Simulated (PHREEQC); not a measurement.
# Brine: speciation

Solution (25 °C): 6.2 mol/kgw NaOH, 0.08 mol/kgw Na2B4O7 and 0.22 mol/kgw NaCl. Closed to the air; pH follows from the charge balance.

Computed with PHREEQC (Pitzer model, pitzer.dat).

This is a speciation only: nothing precipitates in the calculation.

What pH does the model give?

pH 15.21.

In brines, pH and single-ion activities rest on the MacInnes convention.
